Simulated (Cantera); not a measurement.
A closed system holds: 1 mol Al, 1.5 mol Cl2, 42 mol H2, equilibrated at 800 K and 1.33 mbar.

These are equilibrium values from Cantera (NASA tables, ideal gas, pure condensed phases), not measurements of a reactor. Candidate condensed phases: Al, AlCl3; 12 gas species. The tables' values for AlCl2 are old estimates; treat these amounts as uncertain. Kinetics and transport are ignored.

Base state: H2 0.977, AlCl3 0.0232, HCl 4.45e-5, AlCl2 1.63e-5, AlCl 1.41e-5 (mole fractions); condensed: gas only.

Task: What changes in the equilibrium state with this change: Cl2 from 1.5 to 0.36 mol?

Result: 
```tsv
species	before	after
H2	0.977	0.993
AlCl3	0.0232	0.00520
AlCl	1.41e-5	0.00128
HCl	4.45e-5	2.23e-6
AlCl2	1.63e-5	7.35e-5
Al(s), mol	0	0.723
```

Task: What changes in the equilibrium state with this change: 0.033 mol H2O added?

Result: 
```csv
species,before,after
H2,0.977,0.976
AlCl3,0.0232,0.0227
HCl,4.45e-5,0.00153
AlCl,1.41e-5,1.16e-8
AlCl2,1.63e-5,4.63e-7
"Al2O3(s), mol",0,0.0110
```
Condensed phases not in the tables: AlOCl. Further candidate phases: Al2O3, H2O.

Task: What changes in the equilibrium state with this change: temperature from 800 K to 475 K?

Result: 
```tsv
species	before	after
H2	0.977	0.987
Al2Cl6	2.40e-6	0.0103
AlCl3	0.0232	0.00293
HCl	4.45e-5	<1e-9
AlCl2	1.63e-5	<1e-9
AlCl	1.41e-5	<1e-9
```
